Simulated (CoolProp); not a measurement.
Vapour-liquid equilibrium of carbon dioxide (1) + CH3F (R41) (2) at 2.33 MPa; x and y are mole fractions of (1).

Values from CoolProp's multi-fluid Helmholtz-energy mixture model, Span 1996 and Lemmon 2006; pair parameters Bell 2016.

```tsv
x	bubble temperature (°C)	y at the bubble point	dew temperature at overall composition x (°C)	liquid density (mol/L)
0.05	3.8	0.069	4.1	19.60
0.2	0.4	0.260	1.5	20.12
0.35	-2.6	0.432	-1.1	20.63
0.5	-5.4	0.588	-3.8	21.14
0.65	-8.2	0.730	-6.6	21.66
0.8	-10.9	0.857	-9.6	22.17
0.95	-13.5	0.967	-13.1	22.68
```

No azeotrope shows between x = 0.05 and 0.95.

The pair parameters rest on a limited set of measurements; away from them the model extrapolates.
